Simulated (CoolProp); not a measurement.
Vapour-liquid equilibrium of R113 (1) + benzene (2) at 111.05 °C; x and y are mole fractions of (1).

Values from CoolProp's multi-fluid Helmholtz-energy mixture model, Marx 1992 and Thol 2012; pair parameters Bell 2016.

```json
[
 {"x": "0.05", "bubble pressure (kPa)": "271.6", "y at the bubble point": "0.149", "dew pressure at overall composition x (kPa)": "250.3", "liquid density (mol/L)": "9.773"},
 {"x": "0.2", "bubble pressure (kPa)": "344.5", "y at the bubble point": "0.411", "dew pressure at overall composition x (kPa)": "283.7", "liquid density (mol/L)": "9.252"},
 {"x": "0.35", "bubble pressure (kPa)": "398.7", "y at the bubble point": "0.561", "dew pressure at overall composition x (kPa)": "325.1", "liquid density (mol/L)": "8.775"},
 {"x": "0.5", "bubble pressure (kPa)": "442.9", "y at the bubble point": "0.673", "dew pressure at overall composition x (kPa)": "375.7", "liquid density (mol/L)": "8.338"},
 {"x": "0.65", "bubble pressure (kPa)": "481.7", "y at the bubble point": "0.772", "dew pressure at overall composition x (kPa)": "433.5", "liquid density (mol/L)": "7.938"},
 {"x": "0.8", "bubble pressure (kPa)": "517.4", "y at the bubble point": "0.868", "dew pressure at overall composition x (kPa)": "492.4", "liquid density (mol/L)": "7.571"},
 {"x": "0.95", "bubble pressure (kPa)": "550.8", "y at the bubble point": "0.966", "dew pressure at overall composition x (kPa)": "545.6", "liquid density (mol/L)": "7.235"}
]
```

No azeotrope shows between x = 0.05 and 0.95.

The pair parameters rest on a limited set of measurements; away from them the model extrapolates.
